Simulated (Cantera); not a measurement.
An adiabatic, constant-pressure homogeneous reactor starts with CH4 : CO : O2 : N2 : H2O = 1 : 0.5 : 4.5 : 16.9 : 1.3 (molar parts), at 1798 K and 18.0 bar.

Computed with Cantera and GRI-Mech 3.0 (53 species, 325 reactions). The pressure lies above the range GRI-Mech 3.0 was tuned for (to about 10 atm).

Q: Predict: time of steepest temperature rise; temperature at 7.00 s; equilibrium temperature; x(CO) at 7.00 s; x(O2) at 7.00 s; x(H2O) at 7.00 s; x(HO2) at 7.00 s.

A: 
- time of steepest temperature rise = 9.36 µs
- temperature at 7.00 s = 2650 K
- equilibrium temperature = 2650 K
- x(CO) at 7.00 s = 0.00373 (gas-phase equilibrium 0.00373)
- x(O2) at 7.00 s = 0.0837 (gas-phase equilibrium 0.0837)
- x(H2O) at 7.00 s = 0.130 (gas-phase equilibrium 0.130)
- x(HO2) at 7.00 s = 2.44e-5 (gas-phase equilibrium 2.44e-5)
